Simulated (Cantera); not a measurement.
Cantera run, input and output.

```python
import numpy as np
import cantera as ct

gas = ct.Solution("gri30.yaml")
gas.TPX = 375, 390000, {'CH4': 1, 'O2': 2.06, 'N2': 7.75, 'H2O': 0.98}
flame = ct.FreeFlame(gas, width=0.015)
flame.set_refine_criteria(ratio=3, slope=0.08, curve=0.16)
flame.transport_model = "mixture-averaged"
flame.solve(loglevel=0, auto=True)
z, T = flame.grid, flame.T
thick = (T[-1] - T[0]) / np.gradient(T, z).max()
show = ['CH4', 'O2', 'H2O', 'HCN', 'H2', 'NO']
print(f"laminar burning velocity  {flame.velocity[0] * 100:.3f} cm/s")
print(f"burnt temperature         {T[-1]:.1f} K")
print(f"thermal thickness         {thick * 1e3:.4f} mm")
print(f"grid points               {len(z)}")
z0 = z[flame.heat_release_rate.argmax()]
print(f"{'z/mm':>9s}{'T/K':>9s}{'u/(m/s)':>9s}" + "".join(f"{s:>11s}" for s in show))
rows = []
for k in (-3, -2, -1.5, -1, -0.5, -0.25, 0, 0.25, 0.5, 1, 2, 4, 8):
    zz = z0 + k * thick
    rows.append([k * thick, np.interp(zz, z, T), np.interp(zz, z, flame.velocity),
                 *(np.interp(zz, z, flame.X[gas.species_index(s)]) for s in show)])
    print(f"{rows[-1][0] * 1e3:9.3f}{rows[-1][1]:9.1f}{rows[-1][2]:9.3f}" + "".join(f"{x:11.3e}" for x in rows[-1][3:]))
```

Result:

```
laminar burning velocity  19.379 cm/s
burnt temperature         2131.7 K
thermal thickness         0.2451 mm
grid points               128
     z/mm      T/K  u/(m/s)        CH4         O2        H2O        HCN         H2         NO
   -0.735    375.4    0.194  8.474e-02  1.746e-01  8.314e-02  4.314e-11  5.980e-04  1.177e-10
   -0.490    380.7    0.197  8.429e-02  1.741e-01  8.385e-02  1.201e-09  1.705e-03  2.069e-09
   -0.368    398.9    0.207  8.305e-02  1.727e-01  8.629e-02  7.086e-09  2.985e-03  1.065e-08
   -0.245    508.1    0.265  7.662e-02  1.645e-01  9.956e-02  6.592e-08  5.316e-03  1.157e-07
   -0.123    973.0    0.512  5.012e-02  1.244e-01  1.484e-01  5.174e-07  8.482e-03  2.326e-06
   -0.061   1377.4    0.727  2.586e-02  8.384e-02  1.878e-01  1.088e-06  1.001e-02  6.586e-06
    0.000   1768.6    0.933  3.916e-03  3.934e-02  2.244e-01  1.898e-06  9.876e-03  1.216e-05
    0.061   1924.8    1.009  6.197e-05  1.976e-02  2.361e-01  1.054e-06  7.032e-03  1.809e-05
    0.123   1987.4    1.038  5.767e-07  1.475e-02  2.394e-01  2.767e-07  5.704e-03  2.105e-05
    0.245   2048.3    1.066  1.991e-10  1.127e-02  2.435e-01  2.683e-08  4.184e-03  2.394e-05
    0.490   2093.2    1.087  1.123e-14  8.830e-03  2.473e-01  9.472e-10  2.679e-03  2.707e-05
    0.980   2118.3    1.098  1.689e-16  7.429e-03  2.494e-01  1.865e-11  1.704e-03  3.072e-05
    1.961   2129.1    1.103  5.810e-18  6.816e-03  2.504e-01  6.528e-13  1.263e-03  3.589e-05
```

Detailed kinetics in Cantera: GRI-Mech 3.0 (53 species, 325 reactions). Burning velocities carry a grid error of a few per cent, more on coarse grids.
